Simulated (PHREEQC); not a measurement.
Consider water at 25 °C with 90 mmol/kgw H3PO4, 0.49 mmol/kgw Na2SO4 and 19 mmol/kgw KCl. Closed to the air; pH follows from the charge balance.

All values are PHREEQC results (ion-association model, phreeqc.dat), not measurements.

Each row changes one thing in this solution. This is a speciation only: nothing precipitates in the calculation.

```json
[
 {"case": "as made", "pH": "1.67", "ionic strength (mol/kgw)": "0.0450", "H3PO4 (mol/kgw)": "0.0649", "H2PO4- (mol/kgw)": "0.0251", "HPO4-2 (mol/kgw)": "1.28e-7"},
 {"case": "0.0074 mol/kgw NaOH added", "pH": "1.75", "ionic strength (mol/kgw)": "0.0485", "H3PO4 (mol/kgw)": "0.0615", "H2PO4- (mol/kgw)": "0.0285", "HPO4-2 (mol/kgw)": "1.76e-7"},
 {"case": "Na2SO4 left out", "pH": "1.67", "ionic strength (mol/kgw)": "0.0439", "H3PO4 (mol/kgw)": "0.0651", "H2PO4- (mol/kgw)": "0.0249", "HPO4-2 (mol/kgw)": "1.26e-7"},
 {"case": "KCl left out", "pH": "1.67", "ionic strength (mol/kgw)": "0.0253", "H3PO4 (mol/kgw)": "0.0656", "H2PO4- (mol/kgw)": "0.0244", "HPO4-2 (mol/kgw)": "1.11e-7"},
 {"case": "temperature from 25 to 45 °C", "pH": "1.71", "ionic strength (mol/kgw)": "0.0427", "H3PO4 (mol/kgw)": "0.0671", "H2PO4- (mol/kgw)": "0.0229", "HPO4-2 (mol/kgw)": "1.44e-7"},
 {"case": "Na2SO4 from 0.00049 to 0.000735 mol/kgw", "pH": "1.67", "ionic strength (mol/kgw)": "0.0455", "H3PO4 (mol/kgw)": "0.0649", "H2PO4- (mol/kgw)": "0.0251", "HPO4-2 (mol/kgw)": "1.29e-7"},
 {"case": "Na2SO4 from 0.00049 to 0.000441 mol/kgw", "pH": "1.67", "ionic strength (mol/kgw)": "0.0449", "H3PO4 (mol/kgw)": "0.0649", "H2PO4- (mol/kgw)": "0.0251", "HPO4-2 (mol/kgw)": "1.27e-7"},
 {"case": "H3PO4 from 0.09 to 0.009 mol/kgw", "pH": "2.32", "ionic strength (mol/kgw)": "0.0258", "H3PO4 (mol/kgw)": "0.00341", "H2PO4- (mol/kgw)": "0.00559", "HPO4-2 (mol/kgw)": "1.13e-7"},
 {"case": "diluted 10-fold with water", "pH": "2.30", "ionic strength (mol/kgw)": "0.00741", "H3PO4 (mol/kgw)": "0.00361", "H2PO4- (mol/kgw)": "0.00539", "HPO4-2 (mol/kgw)": "8.81e-8"}
]
```

Complexes and solids missing from the database can't appear. At this temperature some constants are extrapolated from 25 °C, and those without enthalpy data are left unchanged.
